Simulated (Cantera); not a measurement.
Cantera run:

```python
import numpy as np
import cantera as ct

gas_names = """
    H HO2 H2 H2O H2O2 O OH O2 O3 Ta TaO TaO2
""".split()
cond_names = """
    H2O(s) H2O(L) Ta(cr) Ta(L) Ta2O5(s) Ta2O5(L)
""".split()


# ... load() reads the species with a 1 bar reference pressure and builds the phases ...
atoms = {
    'Ta2O5': {'Ta': 2, 'O': 5},
    'H2': {'H': 2},
    'H2O': {'H': 2, 'O': 1},
}
top_T = {}  # K; cautious upper limits of use, not melting points


# ... equilibrate(T, P, feed) seeds the gas with the atoms and calls Mixture.equilibrate('TP', solver="vcs", rtol=1e-11, max_steps=5000) ...
results = []
feed = {'Ta2O5': 1, 'H2': 1700, 'H2O': 8.3}  # mol
T = 1175  # K
P = 2700  # Pa
mix = equilibrate(T, P, feed)
results.append((T, P, feed, dict(zip(mix.species_names, mix.species_moles))))
print(gas.report(threshold=1e-05))
for i in range(1, mix.n_phases):
    print(f"{mix.phase(i).name:16s} {mix.phase_moles(i):12.5e} mol")
```

It prints:

```
       temperature   1175 K
          pressure   2700 Pa
           density   0.00057865 kg/m^3
  mean mol. weight   2.0937 kg/kmol
   phase of matter   gas

                          1 kg             1 kmol
                     ---------------   ---------------
          enthalpy        1.1892e+07        2.4898e+07  J
   internal energy        7.2257e+06        1.5129e+07  J
           entropy             96375        2.0178e+05  J/K
    Gibbs function       -1.0135e+08        -2.122e+08  J
 heat capacity c_p             14825             31039  J/K
 heat capacity c_v             10853             22724  J/K

                      mass frac. Y      mole frac. X     chem. pot. / RT
                     ---------------   ---------------   ---------------
                H2           0.95819           0.99514           -21.538
               H2O          0.041805         0.0048586           -59.084
     [  +10 minor]         3.585e-07        7.4425e-07

Ta(cr)            0.00000e+00 mol
Ta2O5(s)          1.00000e+00 mol
```

Equilibrium computed with Cantera from the NASA thermochemical tables; the gas is ideal and each condensed phase is pure.
